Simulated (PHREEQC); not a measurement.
Dissolve 0.0063 mol Cu(NO3)2 and 0.014 mol Na2SO4 per kg of water at 20 °C. Closed to the air; pH follows from the charge balance.

All values are PHREEQC results (ion-association model, wateq4f.dat), not measurements.

This is a speciation only: nothing precipitates in the calculation.

Q: Order these S species by the share of S that they hold, largest first: CuSO4, NaSO4-, SO4-2.

A: SO4-2 (80 %), CuSO4 (15 %), NaSO4- (4.9 %)

Q: Order these Cu species by the share of Cu that they hold, largest first: Cu+2, Cu2(OH)2+2, CuSO4.

A: Cu+2 (67 %), CuSO4 (33 %), Cu2(OH)2+2 (0.13 %)

The pH is 5.12 and the ionic strength 0.0513 mol/kgw. Saturation is exceeded, for instance for Antlerite, Brochantite; the values hold only as long as no solid forms. Species that the database lacks are ignored.
